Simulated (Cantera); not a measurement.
A perfectly stirred reactor is fed with CH4 : N2 : H2O = 1 : 23 : 0.13 (molar parts), at 10.00 Torr; it is held at 1925 K, and followed from long to short residence time.

Cantera simulation using GRI-Mech 3.0 (53 species, 325 reactions); the numbers are that mechanism's predictions, not measurements. GRI-Mech 3.0 stops at C3 and has no aromatics, soot or wall deposition, so with more carbon than oxygen in the feed, carbon stays in small species such as C2H2 where larger ones or solid carbon would form. Radical loss at walls, strong at low pressure, is not modelled.

Problem. Predict: x(CH4) at τ = 3.10 s; x(H2) at τ = 3.10 s; x(CH2) at τ = 3.10 s; x(CH3) at τ = 3.10 s; x(C2H4) at τ = 3.10 s; x(CH4) at τ = 51.0 ms; x(H2) at τ = 51.0 ms; x(CH2) at τ = 51.0 ms; x(CH3) at τ = 51.0 ms; x(C2H4) at τ = 51.0 ms.

Solution. 
| Item | Result |
|---|---|
| x(CH4) at τ = 3.10 s | 0.00123 |
| x(H2) at τ = 3.10 s | 0.0621 |
| x(CH2) at τ = 3.10 s | 2.72e-6 |
| x(CH3) at τ = 3.10 s | 0.000239 |
| x(C2H4) at τ = 3.10 s | 1.03e-5 |
| x(CH4) at τ = 51.0 ms | 0.0183 |
| x(H2) at τ = 51.0 ms | 0.0313 |
| x(CH2) at τ = 51.0 ms | 5.89e-6 |
| x(CH3) at τ = 51.0 ms | 0.00154 |
| x(C2H4) at τ = 51.0 ms | 0.000691 |
